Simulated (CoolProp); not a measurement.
R410A along the isotherm 293 K: Z from the reference equation and from simpler models built on Tc = 344.5 K, pc = 4.901 MPa, ω = 0.296; each cubic takes its own stable root.

Computed with CoolProp (reference Helmholtz-energy equation of state, Lemmon 2003). It is a pseudo-pure fit of the blend.

```json
[
 {"p (MPa)": "0.0775", "phase": "gas", "reference": "0.9893", "Redlich-Kwong": "0.9914", "Soave-Redlich-Kwong": "0.9908", "Peng-Robinson": "0.9901"},
 {"p (MPa)": "0.159", "phase": "gas", "reference": "0.9779", "Redlich-Kwong": "0.9823", "Soave-Redlich-Kwong": "0.9810", "Peng-Robinson": "0.9795"},
 {"p (MPa)": "0.327", "phase": "gas", "reference": "0.9537", "Redlich-Kwong": "0.9630", "Soave-Redlich-Kwong": "0.9602", "Peng-Robinson": "…"},
 {"p (MPa)": "0.671", "phase": "gas", "reference": "0.9008", "Redlich-Kwong": "…", "Soave-Redlich-Kwong": "0.9154", "Peng-Robinson": "…"},
 {"p (MPa)": "2.83", "phase": "liquid", "reference": "0.07698", "Redlich-Kwong": "0.09994", "Soave-Redlich-Kwong": "0.09433", "Peng-Robinson": "0.08322"},
 {"p (MPa)": "5.81", "phase": "liquid", "reference": "0.1551", "Redlich-Kwong": "0.1967", "Soave-Redlich-Kwong": "…", "Peng-Robinson": "0.1663"},
 {"p (MPa)": "11.9", "phase": "liquid", "reference": "0.3083", "Redlich-Kwong": "0.3804", "Soave-Redlich-Kwong": "0.3680", "Peng-Robinson": "0.3267"},
 {"p (MPa)": "24.5", "phase": "liquid", "reference": "0.6077", "Redlich-Kwong": "0.7291", "Soave-Redlich-Kwong": "0.7136", "Peng-Robinson": "0.6361"}
]
```

Q: Complete the blanks.

A: 
- 0.327, Peng-Robinson: 0.9573
- 0.671, Redlich-Kwong: 0.9216
- 0.671, Peng-Robinson: 0.9093
- 5.81, Soave-Redlich-Kwong: 0.1879
